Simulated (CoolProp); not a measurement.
Vapour-liquid equilibrium of C3F8 (R218) (1) + c-C4F8 (RC318) (2) at 303.4 K; x and y are mole fractions of (1).

The numbers come from the multi-fluid Helmholtz-energy mixture model, Lemmon 2006 and Platzer 1990; pair parameters Bell 2016 in CoolProp. This equation is an older, rougher fit; its heat capacities, sound speeds and derivatives of the liquid may be far off and weren't checked against measurements.

Give the bubble pressure and the first vapour's composition at x = 0.275, 0.575, 0.65. Is there an azeotrope?

x = 0.275: 0.4519 MPa, y = 0.416; x = 0.575: 0.6376 MPa, y = 0.766; x = 0.65: 0.6953 MPa, y = 0.824. No azeotrope shows between x = 0.05 and 0.95.

The pair parameters rest on a limited set of measurements; away from them the model extrapolates.
